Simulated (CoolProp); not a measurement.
Vapour-liquid equilibrium of 1-butene (1) + n-butane (2) at 0.0465 MPa; x and y are mole fractions of (1).

Model: multi-fluid Helmholtz-energy mixture model, Lemmon 2005 and Bücker 2006; pair parameters Bell 2016, in CoolProp.

### Question
Give the bubble temperature and the first vapour's composition at x = 0.15, 0.65, 0.95. Is there an azeotrope?

### Answer
x = 0.15: 252.8 K, y = 0.186; x = 0.65: 249.9 K, y = 0.701; x = 0.95: 248.6 K, y = 0.958. No azeotrope shows between x = 0.05 and 0.95.

Pair parameters are fitted to limited data, so mixtures are less certain than the pure fluids.
